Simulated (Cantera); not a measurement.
An adiabatic, constant-pressure homogeneous reactor starts with H2 : O2 : N2 = 1 : 0.25 : 2.35 (molar parts), equivalence ratio 2.0, at 1800 K and 5.00 bar.

Detailed kinetics in Cantera: the H2/O2 subset of GRI-Mech 3.0, which has no nitrogen chemistry. The hydrogen kinetics of GRI-Mech 3.0 are dated; newer H2 mechanisms differ, most at raised pressure.

Predict: time of steepest temperature rise; temperature at 0.300 s; equilibrium temperature; x(H2) at 0.300 s; x(O2) at 0.300 s; x(H) at 0.300 s; x(H2O) at 0.300 s; x(OH) at 0.300 s; x(HO2) at 0.300 s; x(O) at 0.300 s.


```json
{
  "time_of_steepest_temperature_rise": "2.13 µs",
  "temperature at 0.300 s": "2693 K",
  "equilibrium_temperature": "2693 K",
  "x(H2) at 0.300 s": "0.145 (gas-phase equilibrium 0.145)",
  "x(O2) at 0.300 s": "4.10e-5 (gas-phase equilibrium 4.10e-5)",
  "x(H) at 0.300 s": "0.00948 (gas-phase equilibrium 0.00948)",
  "x(H2O) at 0.300 s": "0.146 (gas-phase equilibrium 0.146)",
  "x(OH) at 0.300 s": "0.00242 (gas-phase equilibrium 0.00242)",
  "x(HO2) at 0.300 s": "6.79e-8 (gas-phase equilibrium 6.79e-8)",
  "x(O) at 0.300 s": "0.000101 (gas-phase equilibrium 0.000101)"
}
```
